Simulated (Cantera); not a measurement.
Low-pressure radical oxidation in H2/O2

An isothermal, constant-pressure homogeneous reactor starts with H₂ : O₂ = 0.011 : 1.9 (molar parts), at 1473 K and 0.0133 bar.

Cantera simulation using GRI-Mech 3.0 (53 species, 325 reactions); the numbers are that mechanism's predictions, not measurements. Radical loss at walls, strong at low pressure, is not modelled.

```csv
t (s),x H₂,x O₂,x HO₂,x H₂O,x H₂O₂,x O
3.00e-5,0.00576,0.994,1.05e-8,1.68e-10,<1e-12,5.83e-9
0.000105,0.00576,0.994,3.68e-8,3.78e-9,6.12e-12,3.36e-8
0.000370,0.00576,0.994,1.29e-7,6.89e-8,6.49e-11,1.84e-7
0.00130,0.00575,0.994,4.47e-7,2.14e-6,5.22e-10,2.47e-6
0.00456,0.00333,0.992,3.19e-7,0.00179,5.89e-9,0.00171
0.0160,1.28e-5,0.989,1.79e-7,0.00526,3.74e-9,0.00510
0.0562,1.23e-5,0.989,1.76e-7,0.00527,3.68e-9,0.00491
0.197,1.09e-5,0.989,1.64e-7,0.00530,3.48e-9,0.00431
0.693,7.39e-6,0.991,1.31e-7,0.00540,2.89e-9,0.00288
2.43,2.83e-6,0.993,7.52e-8,0.00555,1.69e-9,0.00108
8.54,5.50e-7,0.994,3.47e-8,0.00568,5.56e-10,0.000205
30.0,9.90e-8,0.994,3.66e-8,0.00573,1.53e-10,3.66e-5
```
x: mole fraction; the columns are a selection and need not sum to one.

Equilibrium at this temperature and pressure: H₂ 6.57e-8, O₂ 0.994, HO₂ 4.17e-8, H₂O 0.00574, H₂O₂ 1.17e-10, O 2.43e-5 (gas phase only).
